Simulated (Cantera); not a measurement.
What does this Cantera script print?

```python
import numpy as np
import cantera as ct

gas = ct.Solution("gri30.yaml")
gas.TPX = 1250, 320000, {'CO': 0.0021, 'O2': 0.0037, 'H2O': 0.0051, 'N2': 1}
reactor = ct.IdealGasConstPressureReactor(gas, energy="off", clone=False)
net = ct.ReactorNet([reactor])
net.rtol, net.atol = 1e-08, 1e-18
show = ['CO', 'O2', 'H2O', 'OH', 'N2O', 'NO2']
times = np.geomspace(3e-06, 4, 13)

steps = ct.SolutionArray(gas, extra=["t"])
rows = []
print(f"{'t/s':>10s}{'T/K':>9s}{'P/Pa':>11s}" + "".join(f"{s:>11s}" for s in show))
for t in times:
    while net.time < t:
        t_next = net.step()
        steps.append(gas.state, t=t_next)
    rows.append([np.interp(t, steps.t, y) for y in (steps.T, steps.P, *steps(*show).X.T)])
    print(f"{t:10.3e}{rows[-1][0]:9.1f}{rows[-1][1]:11.4g}" + "".join(f"{x:11.3e}" for x in rows[-1][2:]))
rate = np.gradient(steps.T, steps.t)
print("integrator steps:", len(steps.t))
if steps.T.max() > steps.T[0] + 200:
    print(f"time of steepest temperature rise: {steps.t[rate.argmax()]:.4e} s")
gas.TPX = 1250, 320000, {'CO': 0.0021, 'O2': 0.0037, 'H2O': 0.0051, 'N2': 1}
gas.equilibrate("TP")
print(f"equilibrium (TP): T = {gas.T:.1f} K  " + "  ".join(f"{s} {gas[s].X[0]:.3e}" for s in show))
```

It prints:

```
       t/s      T/K       P/Pa         CO         O2        H2O         OH        N2O        NO2
 3.000e-06   1250.0    3.2e+05  2.077e-03  3.660e-03  5.045e-03  3.170e-13  8.158e-17  2.627e-30
 9.717e-06   1250.0    3.2e+05  2.077e-03  3.660e-03  5.045e-03  1.551e-12  6.871e-16  1.074e-28
 3.147e-05   1250.0    3.2e+05  2.077e-03  3.660e-03  5.045e-03  9.764e-12  6.518e-15  5.497e-27
 1.019e-04   1250.0    3.2e+05  2.077e-03  3.660e-03  5.045e-03  6.844e-11  6.293e-14  3.916e-25
 3.302e-04   1250.0    3.2e+05  2.077e-03  3.660e-03  5.045e-03  5.306e-10  6.898e-13  9.347e-23
 1.069e-03   1250.0    3.2e+05  2.077e-03  3.660e-03  5.045e-03  1.432e-08  2.439e-11  2.939e-19
 3.464e-03   1250.0    3.2e+05  1.884e-03  3.559e-03  5.013e-03  1.707e-05  6.308e-08  7.469e-12
 1.122e-02   1250.0    3.2e+05  5.108e-04  2.878e-03  5.024e-03  1.434e-05  5.559e-07  3.120e-10
 3.634e-02   1250.0    3.2e+05  6.846e-05  2.657e-03  5.045e-03  6.043e-06  7.855e-07  1.294e-09
 1.177e-01   1250.0    3.2e+05  5.118e-06  2.626e-03  5.049e-03  2.329e-06  7.620e-07  1.578e-09
 3.813e-01   1250.0    3.2e+05  2.123e-07  2.624e-03  5.050e-03  9.432e-07  4.703e-07  5.499e-10
 1.235e+00   1250.0    3.2e+05  4.542e-09  2.624e-03  5.050e-03  5.106e-07  9.162e-08  2.113e-10
 4.000e+00   1250.0    3.2e+05  1.298e-09  2.624e-03  5.050e-03  3.307e-07  5.575e-09  1.329e-10
integrator steps: 1254
equilibrium (TP): T = 1250.0 K  CO 1.237e-09  O2 2.606e-03  H2O 5.050e-03  OH 3.234e-07  N2O 4.834e-09  NO2 9.442e-08
```

Model: GRI-Mech 3.0 (53 species, 325 reactions), integrated in Cantera.
